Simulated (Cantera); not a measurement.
A perfectly stirred reactor is fed with CO : H2 : CH4 : O2 : N2 = 1 : 0.28 : 0.084 : 0.622 : 2.34 (molar parts), equivalence ratio 1.3, at 9.20 bar; it is adiabatic with a 800 K inlet, and is followed from long to short residence time, starting on the burning branch (τ in s: 0.05, 0.027, 0.014, 0.0075, 0.004, 0.0021, 0.0011, 0.00059, 0.00031, 0.00017, 8.8e-05, 4.7e-05).

Model: GRI-Mech 3.0 (53 species, 325 reactions), integrated in Cantera.

x: mole fraction; the columns are a selection and need not sum to one.

| τ (s) | T (K) | x CO | x H2 | x CH4 | x H2O | x HO2 |
|---|---|---|---|---|---|---|
| 0.050 | 2669 | 0.0976 | 0.00842 | 8.72e-8 | 0.103 | 1.50e-6 |
| 0.027 | 2669 | 0.0977 | 0.00843 | 1.60e-7 | 0.103 | 1.52e-6 |
| 0.014 | 2668 | 0.0978 | 0.00844 | 3.05e-7 | 0.103 | 1.57e-6 |
| 0.0075 | 2666 | 0.0980 | 0.00846 | 5.55e-7 | 0.103 | 1.64e-6 |
| 0.0040 | 2662 | 0.0983 | 0.00850 | 9.98e-7 | 0.103 | 1.77e-6 |
| 0.0021 | 2655 | 0.0990 | 0.00857 | 1.78e-6 | 0.102 | ___ |
| 0.0011 | 2643 | 0.100 | 0.00870 | 3.06e-6 | 0.102 | ___ |
| 0.00059 | 2624 | 0.102 | 0.00892 | 5.00e-6 | 0.101 | ___ |
| 0.00031 | 2593 | 0.105 | 0.00927 | 8.07e-6 | 0.0998 | ___ |
| 0.00017 | 2552 | 0.108 | 0.00975 | 1.24e-5 | 0.0981 | ___ |
| 8.8e-5 | 2492 | 0.113 | 0.0105 | 1.99e-5 | 0.0957 | ___ |
| 4.7e-5 | 2420 | 0.119 | 0.0113 | 3.16e-5 | 0.0930 | ___ |

### Question
Complete the blanks.

### Answer

- 0.0021, x HO2: 2.00e-6
- 0.0011, x HO2: 2.41e-6
- 0.00059, x HO2: 3.04e-6
- 0.00031, x HO2: 4.08e-6
- 0.00017, x HO2: 5.60e-6
- 8.8e-5, x HO2: 8.25e-6
- 4.7e-5, x HO2: 1.23e-5
